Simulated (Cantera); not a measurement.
## Reactions in the system H-N-O-V

Source: NASA polynomial tables (part measured, part estimated), evaluated in Cantera. Values are per mole of reaction as written; species without (g) are pure solids or liquids, kept so even where they would boil at 1 bar.

2 N(g) + 3 V2O3 + 3 H2O2(g) = 3 V2O5 + 2 NH3(g)

| T (K) | ΔH° (kJ) | ΔS° (J/K) | ΔG° (kJ) | log10 K | condensed phases |
|---|---|---|---|---|---|
| 1023 | -1420.8 | -312.4 | -1101.2 | 56.23 | V2O3(s), V2O5(l) |
| 1223 | -1414.6 | -306.8 | -1039.4 | 44.39 | V2O3(s), V2O5(l) |
| 1423 | -1412.1 | -304.9 | -978.3 | 35.91 | V2O3(s), V2O5(l) |
| 1623 | -1413.5 | -305.8 | -917.2 | 29.52 | V2O3(s), V2O5(l) |
| 1823 | -1418.9 | -308.9 | -855.8 | 24.52 | V2O3(s), V2O5(l) |
| 2023 | -1428.4 | -313.8 | -793.6 | 20.49 | V2O3(s), V2O5(l) |
| 2223 | -1441.9 | -320.2 | -730.2 | 17.16 | V2O3(s), V2O5(l) |
| 2423 | -1804.7 | -475.3 | -653.0 | 14.08 | V2O3(l), V2O5(l) |
